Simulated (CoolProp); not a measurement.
Carbon monoxide at 293.15 K and 0.184 MPa is throttled through a valve to 0.0512 MPa with no heat exchange. Each further row changes one setting.

The numbers come from the reference Helmholtz-energy equation of state, Lemmon 2006 in CoolProp. It is a short technical equation, of lower accuracy than the large ones.

| case | temperature change (K) | final density (kg/m³) |
|---|---|---|
| as stated | -0.4 | [?] |
| outlet pressure 0.0154 MPa | -0.4 | [?] |
| outlet pressure 0.0666 MPa | [?] | [?] |

Complete the blanks.


- as stated, final density (kg/m³): 0.589
- outlet pressure 0.0154 MPa, final density (kg/m³): 0.177
- outlet pressure 0.0666 MPa, temperature change (K): -0.3
- outlet pressure 0.0666 MPa, final density (kg/m³): 0.766
